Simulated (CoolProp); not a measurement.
Vapour-liquid equilibrium of R13 (1) + R11 (2) at 0.19 MPa; x and y are mole fractions of (1).

Model: multi-fluid Helmholtz-energy mixture model, Platzer 1990 and Jacobsen 1992; pair parameters Bell 2016, in CoolProp. This equation is an older, rougher fit; its heat capacities, sound speeds and derivatives of the liquid may be far off and weren't checked against measurements.

| x | bubble temperature (K) | y at the bubble point | dew temperature at overall composition x (K) | liquid density (mol/L) |
|---|---|---|---|---|
| 0.05 | 275.8 | 0.763 | 314.2 | 11.19 |
| 0.2 | 233.3 | 0.975 | [?] | 12.17 |
| 0.35 | 221.1 | [?] | 302.4 | 12.67 |
| 0.5 | [?] | 0.994 | 294.9 | [?] |
| 0.65 | 211.6 | 0.996 | 285.3 | 13.42 |
| 0.8 | 208.6 | 0.998 | 271.9 | 13.73 |
| 0.95 | [?] | 0.999 | 244.5 | 14.00 |

**Question.** Fill in the missing entries.

**Answer.** 
- 0.2, dew temperature at overall composition x (K): 308.7
- 0.35, y at the bubble point: 0.990
- 0.5, bubble temperature (K): 215.2
- 0.5, liquid density (mol/L): 13.07
- 0.95, bubble temperature (K): 205.5

No azeotrope shows between x = 0.05 and 0.95.

Pair parameters are fitted to limited data, so mixtures are less certain than the pure fluids. With so large a gap from Raoult's law the liquid may split in two, which this calculation doesn't test in full.
